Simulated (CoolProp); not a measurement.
Vapour-liquid equilibrium of C2F6 (R116) (1) + R22 (2) at -43.55 °C; x and y are mole fractions of (1).

Model: multi-fluid Helmholtz-energy mixture model, Lemmon 2006 and Kamei 1995; pair parameters Bell 2016, in CoolProp.

Q: Give the bubble pressure and the first vapour's composition at x = 0.125, 0.35, 0.8. Is there an azeotrope?

A: x = 0.125: 282.0 kPa, y = 0.698; x = 0.35: 384.7 kPa, y = 0.795; x = 0.8: 449.3 kPa, y = 0.882. No azeotrope shows between x = 0.05 and 0.95.

The pair parameters rest on a limited set of measurements; away from them the model extrapolates. With so large a gap from Raoult's law the liquid may split in two, which this calculation doesn't test in full.
